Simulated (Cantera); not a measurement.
## Catalytic stagnation flow on Pt

A jet of 6.94 % CH4, 8.75 % O2, 84.3 % N2, equivalence ratio 1.6 at 300 K and 0.168 atm hits a platinum plate 9.6 cm away at a mass flux of 0.12 kg/m²/s; the plate temperature is set and raised in steps from an oxygen-covered start.

Computed with Cantera and Deutschmann's 1995 Pt surface mechanism with GRI-Mech 3.0 gas chemistry. Catalytic surfaces can have several steady states; this one follows from the mechanism file's or the stated starting coverage.

```tsv
plate T (K)	wall x CH4	wall x O2	wall x H2O	wall x OH	wall x CO	wall x CO2	θ free Pt	θ H*	θ CO*	θ C*
850	0.0198	0.00641	0.0908	<1e-8	0.0474	0.00528	0.301	0.000104	0.679	0.0196
900	0.0169	0.00557	0.0930	<1e-8	0.0546	0.000251	0.335	0.00108	0.351	0.313
950	0.0123	0.00412	0.0910	<1e-8	0.0593	0.000197	0.404	0.00204	0.224	0.371
1000	0.00601	0.00212	0.0879	<1e-8	0.0654	0.000582	0.585	0.00285	0.228	0.185
1050	0.00352	0.00134	0.0855	<1e-8	0.0665	0.00224	0.760	0.00296	0.186	0.0516
1100	0.00273	0.00109	0.0825	<1e-8	0.0644	0.00569	0.863	0.00278	0.118	0.0163
1150	0.00241	0.000997	0.0786	<1e-8	0.0604	0.0107	0.923	0.00257	0.0682	0.00616
1200	0.00228	0.000969	0.0740	1.73e-8	0.0554	0.0166	0.957	0.00236	0.0381	0.00267
```
x: mole fraction at the wall; θ: surface coverage.
